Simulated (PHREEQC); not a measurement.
Consider water at 10 °C with 0.00028 mol Cu(NO3)2, 3.8e-06 mol HCl and 0.0002 mol FeCl3 per kg of water. Closed to the air; pH follows from the charge balance.

Computed with PHREEQC (ion-association model, wateq4f.dat).

Task: The ionic strength comes out as 0.00160 mol/kgw. What activity coefficients do Cu+2, Fe(OH)2+, Fe+3, H+, NO3- get?

Result: Cu+2 0.84, Fe(OH)2+ 0.96, Fe+3 0.69, H+ 0.96, NO3- 0.96.

Precipitation was switched off in this run. The solution is supersaturated, for example in Hematite (slow to form), Goethite (slow to form), so a real one may precipitate; this is no full list. Species that the database lacks are ignored. Constants without temperature data keep their 25 °C values here.
